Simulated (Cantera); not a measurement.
Input: 1 mol SiCl4, 2.6 mol H2, held at 650 K and 413 Torr.

Cantera equilibrium calculation (NASA polynomials, part measured and part estimated; ideal gas, pure solids and liquids). Candidate condensed phases: Si; 19 gas species. Kinetics and transport are ignored.

Base state: H2 0.718, SiCl4 0.274, HCl 0.00400, SiHCl3 0.00399 (mole fractions); condensed: gas only.

Question: What changes in the equilibrium state with this change: temperature from 650 K to 875 K?

Answer: 
| species | before | after |
|---|---|---|
| H2 | 0.718 | 0.702 |
| SiCl4 | 0.274 | 0.258 |
| HCl | 0.00400 | 0.0201 |
| SiHCl3 | 0.00399 | 0.0197 |
| SiCl3 | 1.06e-7 | 8.76e-5 |
| SiH2Cl2 | 3.38e-6 | 0.000138 |
The tables' values for SiCl3 are old estimates; treat these amounts as uncertain.

Question: What changes in the equilibrium state with this change: 0.0048 mol H2O added?

Answer: 
```
species               before    after
-------------------  -------  -------
H2                     0.718    0.718
SiCl4                  0.274    0.274
HCl                  0.00400  0.00554
SiHCl3               0.00399  0.00288
SiO2(α-quartz), mol        0  0.00240
```
Further candidate phases: H2O, SiO2.
